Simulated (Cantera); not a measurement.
Input (Python, Cantera):

```python
import numpy as np
import cantera as ct

gas = ct.Solution("gri30.yaml")
gas.TPX = 1648, 1333, {'NO': 1, 'N2': 0.37}
reactor = ct.IdealGasConstPressureReactor(gas, energy="off", clone=False)
net = ct.ReactorNet([reactor])
net.rtol, net.atol = 1e-08, 1e-18
show = ['NO', 'O2', 'N2O', 'NO2', 'O']
times = np.geomspace(4e-06, 70, 15)

steps = ct.SolutionArray(gas, extra=["t"])
rows = []
print(f"{'t/s':>10s}{'T/K':>9s}{'P/Pa':>11s}" + "".join(f"{s:>11s}" for s in show))
for t in times:
    while net.time < t:
        t_next = net.step()
        steps.append(gas.state, t=t_next)
    rows.append([np.interp(t, steps.t, y) for y in (steps.T, steps.P, *steps(*show).X.T)])
    print(f"{t:10.3e}{rows[-1][0]:9.1f}{rows[-1][1]:11.4g}" + "".join(f"{x:11.3e}" for x in rows[-1][2:]))
rate = np.gradient(steps.T, steps.t)
print("integrator steps:", len(steps.t))
if steps.T.max() > steps.T[0] + 200:
    print(f"time of steepest temperature rise: {steps.t[rate.argmax()]:.4e} s")
gas.TPX = 1648, 1333, {'NO': 1, 'N2': 0.37}
gas.equilibrate("TP")
print(f"equilibrium (TP): T = {gas.T:.1f} K  " + "  ".join(f"{s} {gas[s].X[0]:.3e}" for s in show))
```

Output:

```
       t/s      T/K       P/Pa         NO         O2        N2O        NO2          O
 4.000e-06   1648.0       1333  7.299e-01  5.665e-15  1.485e-09  6.431e-14  1.485e-09
 1.316e-05   1648.0       1333  7.299e-01  6.081e-14  4.887e-09  6.903e-13  4.886e-09
 4.333e-05   1648.0       1333  7.299e-01  6.598e-13  1.608e-08  7.490e-12  1.608e-08
 1.426e-04   1648.0       1333  7.299e-01  7.095e-12  5.293e-08  8.051e-11  5.286e-08
 4.694e-04   1648.0       1333  7.299e-01  7.667e-11  1.741e-07  8.691e-10  1.734e-07
 1.545e-03   1648.0       1333  7.299e-01  8.266e-10  5.726e-07  9.329e-09  5.649e-07
 5.084e-03   1648.0       1333  7.299e-01  8.861e-09  1.878e-06  9.790e-08  1.798e-06
 1.673e-02   1648.0       1333  7.299e-01  9.829e-08  6.112e-06  9.516e-07  5.338e-06
 5.507e-02   1648.0       1333  7.299e-01  1.445e-06  1.937e-05  7.127e-06  1.304e-05
 1.813e-01   1648.0       1333  7.298e-01  2.200e-05  5.623e-05  2.370e-05  2.014e-05
 5.966e-01   1648.0       1333  7.295e-01  1.507e-04  1.269e-04  3.035e-05  2.410e-05
 1.963e+00   1648.0       1333  7.284e-01  6.837e-04  1.729e-04  3.363e-05  2.705e-05
 6.462e+00   1648.0       1333  7.247e-01  2.518e-03  1.725e-04  3.990e-05  2.916e-05
 2.127e+01   1648.0       1333  7.126e-01  8.523e-03  1.636e-04  5.661e-05  3.463e-05
 7.000e+01   1648.0       1333  6.742e-01  2.769e-02  1.404e-04  9.179e-05  4.723e-05
integrator steps: 526
equilibrium (TP): T = 1648.0 K  NO 2.802e-03  O2 3.635e-01  N2O 1.713e-08  NO2 1.510e-06  O 1.330e-04
```

Model: GRI-Mech 3.0 (53 species, 325 reactions), integrated in Cantera. Radical loss at walls, strong at low pressure, is not modelled.
